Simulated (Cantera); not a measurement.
Feed: 1 mol CH₃Cl, 4.4 mol H₂, at 1.33 mbar.

Equilibrium computed with Cantera from the NASA thermochemical tables; the gas is ideal and each condensed phase is pure. Candidate condensed phases: C, C₆H₆, C₇H₈, C₈H₁₈; 91 gas species. Equilibrium is a limit: real reactors are often held back by kinetics, nucleation or transport.

Problem. At 2325 °C, list the 6 most abundant gas species with their mole fractions, and the condensed phases.

Solution. H 0.578, H₂ 0.308, Cl 0.0602, HCl 0.0457, C₂H₂ (acetylene) 0.00495, C₃ 0.00161. Condensed: C(graphite).
